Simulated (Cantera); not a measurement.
Thermodynamics of carbothermic reduction, feed MgO + CH₄ + CO

Input: 1 mol MgO, 1.8 mol CH₄, 1.4 mol CO, at 140000 Pa.

Method: chemical equilibrium by Gibbs-energy minimisation in Cantera with the NASA 1993 tables (ideal gas, pure condensed phases). Candidate condensed phases: C, C₆H₆, C₇H₈, C₈H₁₈, H₂O, Mg, MgCO₃, MgO, Mg(OH)₂; 116 gas species. Equilibrium is a limit: real reactors are often held back by kinetics, nucleation or transport.

| T (°C) | x H₂ | x CO | x H₂O | x CH₄ | x CO₂ | x C₂H₄ | n C(graphite) | n MgO(s) |
|---|---|---|---|---|---|---|---|---|
| 777 | 0.674 | 0.233 | 0.0400 | 0.0364 | 0.0163 | 4.67e-7 | 1.89 | 1.00 |
| 802 | 0.682 | 0.247 | 0.0298 | 0.0294 | 0.0116 | 5.30e-7 | 1.86 | 1.00 |
| 827 | 0.689 | 0.257 | 0.0222 | 0.0239 | 0.00814 | 5.94e-7 | 1.83 | 1.00 |
| 852 | 0.695 | 0.264 | 0.0165 | 0.0195 | 0.00570 | 6.61e-7 | 1.81 | 1.00 |
| 877 | 0.699 | 0.269 | 0.0123 | 0.0160 | 0.00399 | 7.29e-7 | 1.80 | 1.00 |
| 902 | 0.702 | 0.272 | 0.00928 | 0.0132 | 0.00281 | 7.99e-7 | 1.79 | 1.00 |
| 927 | 0.705 | 0.275 | 0.00704 | 0.0110 | 0.00199 | 8.72e-7 | 1.79 | 1.00 |
| 952 | 0.708 | 0.276 | 0.00538 | 0.00921 | 0.00143 | 9.46e-7 | 1.79 | 1.00 |
| 977 | 0.710 | 0.277 | 0.00415 | 0.00775 | 0.00104 | 1.02e-6 | 1.79 | 1.00 |
x: gas mole fraction; n: condensed amount in mol.

From 777 °C to 977 °C the condensed part is C(graphite) + MgO(s).
